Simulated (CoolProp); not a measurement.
A simple Rankine cycle with n-perfluoropentane: condensing at 326.15 K, boiler at 0.69 MPa, turbine inlet 373.4 K, turbine efficiency 0.7, pump efficiency 0.6, no recuperator. Each further row changes one setting.

Computed with CoolProp (reference Helmholtz-energy equation of state, Gao 2022).

| case | thermal efficiency (%) | net work (kJ/kg) | heat in (kJ/kg) | turbine exit temperature (K) | volume ratio over the turbine |
|---|---|---|---|---|---|
| as stated | 5.6 | 6.68 | 119 | 358.9 | 3.51 |
| turbine inlet 393.4 K | 5.3 | 7.32 | 139 | 379.8 | 3.38 |
| condensing temperature 318.15 K | 6.5 | 8.33 | 128 | 356.4 | 4.56 |
| boiler pressure 0.483 MPa | 4.0 | 4.86 | 122 | 364.5 | 2.28 |
| turbine efficiency 0.6 | 4.7 | 5.65 | 119 | 360.1 | 3.53 |
